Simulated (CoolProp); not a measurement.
A single-stage vapour-compression cycle with CH3F (R41): evaporating at 221.15 K (dew point), condensing at 253.15 K (bubble point), superheat 2 K, subcooling 5 K, compressor efficiency 0.7, no pressure losses. Each further row changes one setting.

Model: reference Helmholtz-energy equation of state, Lemmon 2006, in CoolProp. It is a short technical equation, of lower accuracy than the large ones.

| case | cooling COP | pressure ratio | discharge temperature (K) | refrigerating effect (kJ/kg) | volumetric capacity (kJ/m³) |
|---|---|---|---|---|---|
| as stated | 4.19 | 3.18 | 313.1 | 391 | 2820 |
| evaporating temperature 226.15 K | 5.19 | 2.59 | 301.5 | 393 | 3440 |
| condensing temperature 248.15 K | 5.09 | 2.71 | 299.4 | 402 | 2900 |
| subcooling 10 K | 4.31 | 3.18 | 313.1 | 402 | 2900 |
| superheat 12 K | 4.07 | 3.18 | 327.9 | 404 | 2740 |
| compressor efficiency 0.6 | 3.59 | 3.18 | 325.0 | 391 | 2820 |
